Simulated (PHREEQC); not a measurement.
Make-up at 25 °C: 0.18 mol/kgw Mg(NO3)2. It is in equilibrium with CO2 at log p = -3.4 (atm). Otherwise closed; pH follows from the charge balance.

Computed with PHREEQC (ion-association model, phreeqc.dat).

```yaml
pH: 5.48
ionic_strength: 0.540 mol/kgw
activity_of_water: 0.991
specific_conductance: 27500 µS/cm
density: 1.016 g/cm³
```

```
species  molality  activity   log γ
-------  --------  --------  ------
NO3-        0.360     0.218  -0.217
Mg+2        0.180    0.0524  -0.536
CO2       1.20e-5   1.36e-5   0.054
H+        4.39e-6   3.34e-6  -0.118
HCO3-     2.60e-6   1.79e-6  -0.163
MgHCO3+   1.70e-6   1.10e-6  -0.191
MgOH+     7.89e-8   5.64e-8  -0.146
OH-       4.79e-9   3.00e-9  -0.203
MgCO3     1.11e-9   1.25e-9   0.054
```

Precipitation was switched off in this run. Complexes and solids missing from the database can't appear.
